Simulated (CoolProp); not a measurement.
The fluid at 293.15 K and 0.00817 MPa expands adiabatically to 0.00106 MPa with isentropic efficiency 0.9. The same conditions are run with several fluids, on thermodynamics alone (safety and materials aside).

The numbers come from the reference Helmholtz-energy equation of state of each fluid (the fluoroketone C6F12O (FK-5-1-12): McLinden 2015; R1336mzz(Z): McLinden 2020; R142b: Lemmon 2006; chlorine: Thol 2021; CH2F2 (R32): Tillner-Roth 1997) in CoolProp.

Task: Rank the fluoroketone C6F12O (FK-5-1-12), R1336mzz(Z), R142b, chlorine, CH2F2 (R32) by work (kJ/kg), highest first.

Result: CH2F2 (R32) (70.1), chlorine (49.3), R142b (40.0), R1336mzz(Z) (25.5), the fluoroketone C6F12O (FK-5-1-12) (13.7)

```
fluid                                final temperature (K)  final density (kg/m³)
-----------------------------------  ---------------------  ---------------------
the fluoroketone C6F12O (FK-5-1-12)                  276.9                  0.146
R1336mzz(Z)                                          260.6                 0.0803
R142b                                                241.1                 0.0532
chlorine                                             186.0                 0.0486
CH2F2 (R32)                                          200.5                 0.0331
```
